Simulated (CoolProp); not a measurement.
Vapour-liquid equilibrium of R227EA (1) + isobutene (2) at 361 kPa; x and y are mole fractions of (1).

Computed with CoolProp (multi-fluid Helmholtz-energy mixture model, Lemmon 2016 and Lemmon 2005; pair parameters Bell 2016).

```json
[
 {"x": "0.05", "bubble temperature (°C)": "26.0", "y at the bubble point": "0.157", "dew temperature at overall composition x (°C)": "29.2", "liquid density (mol/L)": "10.29"},
 {"x": "0.15", "bubble temperature (°C)": "20.6", "y at the bubble point": "0.337", "dew temperature at overall composition x (°C)": "26.3", "liquid density (mol/L)": "10.08"},
 {"x": "0.25", "bubble temperature (°C)": "17.8", "y at the bubble point": "0.434", "dew temperature at overall composition x (°C)": "23.2", "liquid density (mol/L)": "9.837"},
 {"x": "0.35", "bubble temperature (°C)": "16.2", "y at the bubble point": "0.498", "dew temperature at overall composition x (°C)": "20.2", "liquid density (mol/L)": "9.594"},
 {"x": "0.45", "bubble temperature (°C)": "15.3", "y at the bubble point": "0.550", "dew temperature at overall composition x (°C)": "17.3", "liquid density (mol/L)": "9.364"},
 {"x": "0.55", "bubble temperature (°C)": "14.8", "y at the bubble point": "0.599", "dew temperature at overall composition x (°C)": "15.3", "liquid density (mol/L)": "9.151"},
 {"x": "0.65", "bubble temperature (°C)": "14.6", "y at the bubble point": "0.654", "dew temperature at overall composition x (°C)": "14.6", "liquid density (mol/L)": "8.954"},
 {"x": "0.75", "bubble temperature (°C)": "14.7", "y at the bubble point": "0.721", "dew temperature at overall composition x (°C)": "14.9", "liquid density (mol/L)": "8.772"},
 {"x": "0.85", "bubble temperature (°C)": "15.4", "y at the bubble point": "0.808", "dew temperature at overall composition x (°C)": "15.8", "liquid density (mol/L)": "8.598"},
 {"x": "0.95", "bubble temperature (°C)": "16.7", "y at the bubble point": "0.926", "dew temperature at overall composition x (°C)": "17.0", "liquid density (mol/L)": "8.426"}
]
```

y crosses x between x = 0.65 and 0.75: the model has an azeotrope there.

Pair parameters are fitted to limited data, so mixtures are less certain than the pure fluids.
